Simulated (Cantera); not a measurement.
# Thermodynamics of abatement and gas-phase synthesis, feed S + H₂

Charge: 1 mol S, 0.098 mol H₂, equilibrated at 1502 °C and 16.0 Pa.

Method: chemical equilibrium by Gibbs-energy minimisation in Cantera with the NASA 1993 tables (ideal gas, pure condensed phases). Candidate condensed phases: S; 7 gas species. Rates play no part.

| Quantity | Result |
|---|---|
| x(S₂) | 0.786 |
| x(H₂) | 0.147 |
| x(S) | 0.0424 |
| x(SH) | 0.0138 |
| x(H) | 0.00876 |
| x(H₂S) | 0.00194 |
| gas amount | 0.6131 mol |
| log10 activity of S(l) (absent) | -3.40 |
